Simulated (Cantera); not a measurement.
An adiabatic, constant-volume homogeneous reactor starts with CO : H₂ : CH₄ : O₂ : N₂ = 1 : 0.11 : 0.085 : 1.51 : 9.82 (molar parts), equivalence ratio 0.48, at 1075 K and 17.8 atm. Integrator tolerance rtol = 1e-08.

Computed with Cantera and GRI-Mech 3.0 (53 species, 325 reactions). The pressure lies above the range GRI-Mech 3.0 was tuned for (to about 10 atm).

Q: What does this change do: CO 1 to 0.76 parts?

A: 
```json
[
 {"quantity": "time of steepest temperature rise", "before": "1.95 ms", "after": "2.32 ms"},
 {"quantity": "temperature at 2.00 s", "before": "2118 K", "after": "1965 K"},
 {"quantity": "equilibrium temperature", "before": "2118 K", "after": "1964 K"},
 {"quantity": "x(CO) at 2.00 s", "before": "0.000209 (gas-phase equilibrium 0.000209)", "after": "4.57e-5 (gas-phase equilibrium 4.55e-5)"},
 {"quantity": "x(H₂) at 2.00 s", "before": "1.07e-5 (gas-phase equilibrium 1.07e-5)", "after": "3.38e-6 (gas-phase equilibrium 3.38e-6)"},
 {"quantity": "x(CH₄) at 2.00 s", "before": "<1e-12 (gas-phase equilibrium <1e-12)", "after": "<1e-12 (gas-phase equilibrium <1e-12)"},
 {"quantity": "x(CH₂CO) at 2.00 s", "before": "<1e-12 (gas-phase equilibrium <1e-12)", "after": "<1e-12 (gas-phase equilibrium <1e-12)"},
 {"quantity": "x(HCO) at 2.00 s", "before": "3.86e-12 (gas-phase equilibrium 3.86e-12)", "after": "<1e-12 (gas-phase equilibrium <1e-12)"},
 {"quantity": "x(C₂H) at 2.00 s", "before": "<1e-12 (gas-phase equilibrium <1e-12)", "after": "<1e-12 (gas-phase equilibrium <1e-12)"}
]
```
